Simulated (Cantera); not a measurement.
## Thermodynamics of boron, boron nitride and boron oxide, feed borazine + H2

A closed system holds: 1 mol borazine, a varied amount of H2, at 0.218 Torr.

Method: chemical equilibrium by Gibbs-energy minimisation in Cantera with the NASA 1993 tables (ideal gas, pure condensed phases). Candidate condensed phases: B, BN; 15 gas species. The feed counts by its element totals alone. Mutual solubility and eutectic melting of coexisting phases are not modelled. Rates play no part.

Stable condensed phases:

```
T in K \ n(H2) in mol
           3 4.4 6.6 9.8  15  22  33  49  73 110 160
   2248    A   A   A   A   A   A   A   A   A   A   B
   2148    A   A   A   A   A   A   A   A   A   A   A
   2048    A   A   A   A   A   A   A   A   A   A   A
   1948    C   A   A   A   A   A   A   A   A   A   A
   1848    C   C   C   C   C   C   C   A   A   A   A
   1748    C   C   C   C   C   C   C   C   C   C   C
   1648    C   C   C   C   C   C   C   C   C   C   C
   1548    C   C   C   C   C   C   C   C   C   C   C
   1448    D   D   D   D   D   D   D   D   D   C   C
   1348    D   D   D   D   D   D   D   D   D   D   D
   1248    D   D   D   D   D   D   D   D   D   D   D
```

A: B; B: gas only; C: B + BN; D: BN.
